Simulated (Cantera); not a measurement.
A freely propagating, adiabatic, planar premixed flame of 6.33 % C₂H₆, 17.0 % O₂, 64.0 % N₂, 12.7 % H₂O, unburnt at 500 K and 120 Torr; mixture-averaged transport, grid criteria slope 0.08 and curve 0.16, no radiation.

Detailed kinetics in Cantera: GRI-Mech 3.0 (53 species, 325 reactions). Burning velocities carry a grid error of a few per cent, more on coarse grids.

x: mole fraction of selected species; z is measured from the peak of heat release.

```
z (mm)  T (K)  u (m/s)   x C₂H₆     x O₂  x H₂O       x H    x C₂H     x NO
------  -----  -------  -------  -------  -----  --------  -------  -------
-6.56     500    0.825   0.0632    0.170  0.126     <1e-8    <1e-8    <1e-8
-4.38     503    0.833   0.0629    0.169  0.126     <1e-8    <1e-8    <1e-8
-3.28     512    0.852   0.0624    0.167  0.126     <1e-8    <1e-8      [?]
-2.19     583    0.984   0.0602    0.160  0.132   5.35e-7    <1e-8      [?]
-1.09     976     1.70   0.0421    0.124  0.162   5.31e-5    <1e-8      [?]
-0.547   1338     2.39   0.0180   0.0859  0.192  0.000618  2.83e-8      [?]
0        1662     3.03  0.00132   0.0436  0.220   0.00395  1.30e-6      [?]
0.547    1814     3.32  7.87e-6   0.0180  0.236   0.00856  2.22e-6      [?]
1.09     1858     3.39  1.56e-8  0.00792  0.240    0.0113  5.57e-7      [?]
2.19     1878     3.41    <1e-8  0.00333  0.238    0.0128  1.16e-8      [?]
4.38     1893     3.42    <1e-8  0.00242  0.236    0.0124    <1e-8  3.08e-5
8.75     1911     3.45    <1e-8  0.00201  0.237    0.0112    <1e-8  3.23e-5
17.5     1937     3.49    <1e-8  0.00151  0.240   0.00928    <1e-8  3.36e-5
```

Question: Complete the blanks.

Answer: 
- -3.28, x NO: 1.47e-8
- -2.19, x NO: 1.52e-7
- -1.09, x NO: 1.86e-6
- -0.547, x NO: 4.32e-6
- 0, x NO: 8.58e-6
- 0.547, x NO: 1.53e-5
- 1.09, x NO: 2.14e-5
- 2.19, x NO: 2.75e-5
